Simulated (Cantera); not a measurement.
Charge: 1 mol CH₄, 0.06 mol NH₃, 0.14 mol CO₂, held at 2325 K and 0.133 bar.

Cantera equilibrium calculation (NASA polynomials, part measured and part estimated; ideal gas, pure solids and liquids). Candidate condensed phases: C, C₆H₆, C₇H₈, C₈H₁₈, H₂O; 136 gas species. Equilibrium is a limit: real reactors are often held back by kinetics, nucleation or transport.

Q: What is the equilibrium state?

A: 
```
Quantity                 Value
-------------------  ---------
x(H₂)                    0.839
x(CO)                    0.115
x(H)                    0.0276
x(N₂)                   0.0101
x(C₂H₂ (acetylene))    0.00410
x(HCN)                 0.00407
x(HNC)                0.000383
x(CH₄)                 1.91e-5
x(CH₃)                 1.18e-5
n(C(graphite))       0.829 mol
gas amount           2.434 mol
```
